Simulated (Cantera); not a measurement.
Input: 1 mol B, 15 mol NH₃, 2.6 mol H₂, at 2050 K and 100 Torr.

Cantera equilibrium calculation (NASA polynomials, part measured and part estimated; ideal gas, pure solids and liquids). Candidate condensed phases: B, BN; 15 gas species. The tables' values for BH₂ are old estimates; treat these amounts as uncertain. The numbers say what is thermodynamically allowed, not how fast it happens.

Base state: H₂ 0.777, N₂ 0.217, H 0.00548, BH₂ 4.41e-5 (mole fractions); condensed: BN(s).

Problem. What changes in the equilibrium state with this change: temperature from 2050 K to 1125 K?

Solution. 
```
species      before    after
----------  -------  -------
H₂            0.777    0.782
N₂            0.217    0.218
NH₃         7.89e-7  1.19e-5
H           0.00548  1.08e-7
BH₂         4.41e-5    <1e-9
BN(s), mol    0.999     1.00
```

Problem. What changes in the equilibrium state with this change: NH₃ from 15 to 0.2 mol?

Solution. 
```
species      before     after
----------  -------  --------
H₂            0.777     0.991
H           0.00548   0.00619
N₂            0.217   0.00183
BH₂         4.41e-5  0.000614
BH₃         9.32e-7   1.47e-5
BN(s), mol    0.999     0.189
B(s), mol         0     0.809
```
Mutual solubility and eutectic melting of coexisting phases are not modelled. Gases not in the tables: B₂H₆ and higher boranes.
